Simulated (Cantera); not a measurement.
What does this Cantera script print?

```python
import numpy as np
import cantera as ct

gas = ct.Solution("gri30.yaml")
gas.TPX = 948, 100000, {'H2': 1.4, 'O2': 1, 'N2': 1.3}
reactor = ct.IdealGasConstPressureReactor(gas, energy="off", clone=False)
net = ct.ReactorNet([reactor])
net.rtol, net.atol = 1e-08, 1e-18
show = ['H2', 'O2', 'H2O', 'H', 'NO', 'H2O2', 'O']
times = np.geomspace(0.0006, 2, 9)

steps = ct.SolutionArray(gas, extra=["t"])
rows = []
print(f"{'t/s':>10s}{'T/K':>9s}{'P/Pa':>11s}" + "".join(f"{s:>11s}" for s in show))
for t in times:
    while net.time < t:
        t_next = net.step()
        steps.append(gas.state, t=t_next)
    rows.append([np.interp(t, steps.t, y) for y in (steps.T, steps.P, *steps(*show).X.T)])
    print(f"{t:10.3e}{rows[-1][0]:9.1f}{rows[-1][1]:11.4g}" + "".join(f"{x:11.3e}" for x in rows[-1][2:]))
rate = np.gradient(steps.T, steps.t)
print("integrator steps:", len(steps.t))
if steps.T.max() > steps.T[0] + 200:
    print(f"time of steepest temperature rise: {steps.t[rate.argmax()]:.4e} s")
gas.TPX = 948, 100000, {'H2': 1.4, 'O2': 1, 'N2': 1.3}
gas.equilibrate("TP")
print(f"equilibrium (TP): T = {gas.T:.1f} K  " + "  ".join(f"{s} {gas[s].X[0]:.3e}" for s in show))
```

Output:

```
       t/s      T/K       P/Pa         H2         O2        H2O          H         NO       H2O2          O
 6.000e-04    948.0      1e+05  3.784e-01  2.703e-01  6.428e-08  6.830e-10  6.470e-21  3.296e-09  1.009e-10
 1.654e-03    948.0      1e+05  3.784e-01  2.703e-01  3.292e-07  1.790e-09  6.790e-20  3.639e-08  2.645e-10
 4.559e-03    948.0      1e+05  3.784e-01  2.703e-01  5.468e-06  2.107e-08  1.002e-17  1.023e-06  3.113e-09
 1.257e-02    948.0      1e+05  3.351e-01  2.506e-01  5.310e-02  2.844e-07  2.632e-10  3.296e-04  4.359e-08
 3.464e-02    948.0      1e+05  3.298e-01  2.479e-01  5.905e-02  8.217e-07  4.105e-10  1.088e-03  1.245e-07
 9.549e-02    948.0      1e+05  2.983e-01  2.333e-01  9.723e-02  9.862e-07  4.189e-10  1.910e-03  1.519e-07
 2.632e-01    948.0      1e+05  2.230e-01  1.995e-01  1.904e-01  6.043e-07  3.207e-10  1.629e-03  1.046e-07
 7.256e-01    948.0      1e+05  9.587e-02  1.427e-01  3.478e-01  2.810e-07  2.335e-10  8.022e-04  7.557e-08
 2.000e+00    948.0      1e+05  7.039e-03  1.031e-01  4.579e-01  2.112e-08  8.115e-11  5.490e-05  3.019e-08
integrator steps: 1557
equilibrium (TP): T = 948.0 K  H2 2.533e-11  O2 1.000e-01  H2O 4.667e-01  H 2.656e-15  NO 8.809e-06  H2O2 2.060e-10  O 9.455e-12
```

Computed with Cantera and GRI-Mech 3.0 (53 species, 325 reactions). Below about 950 K walls govern HO2 and H2O2 in real vessels. The temperature is held fixed by assumption; the heat of reaction is taken as removed at once.
